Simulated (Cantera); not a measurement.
An isothermal, constant-pressure homogeneous reactor starts with H₂ : O₂ : N₂ = 1.1 : 1 : 0.73 (molar parts), at 750 K and 0.780 bar. Integrator tolerance rtol = 1e-08.

Model: the H2/O2 subset of GRI-Mech 3.0, which has no nitrogen chemistry, integrated in Cantera. Below about 950 K walls govern HO2 and H2O2 in real vessels. The temperature is held fixed by assumption; the heat of reaction is taken as removed at once.

Problem. What does this change do: temperature 750 to 1250 K?

Solution. 
```csv
quantity,before,after
x(H₂) at 4.00 s,0.389 (gas-phase equilibrium <1e-12),4.27e-8 (gas-phase equilibrium 4.27e-8)
x(O₂) at 4.00 s,0.353 (gas-phase equilibrium 0.197),0.197 (gas-phase equilibrium 0.197)
x(H₂O) at 4.00 s,1.91e-7 (gas-phase equilibrium 0.482),0.482 (gas-phase equilibrium 0.482)
x(H) at 4.00 s,1.34e-12 (gas-phase equilibrium <1e-12),1.14e-10 (gas-phase equilibrium 1.14e-10)
x(O) at 4.00 s,<1e-12 (gas-phase equilibrium <1e-12),3.50e-8 (gas-phase equilibrium 3.50e-8)
x(OH) at 4.00 s,<1e-12 (gas-phase equilibrium 3.97e-10),1.33e-5 (gas-phase equilibrium 1.33e-5)
x(H₂O₂) at 4.00 s,8.13e-7 (gas-phase equilibrium 7.61e-12),6.97e-9 (gas-phase equilibrium 6.97e-9)
```
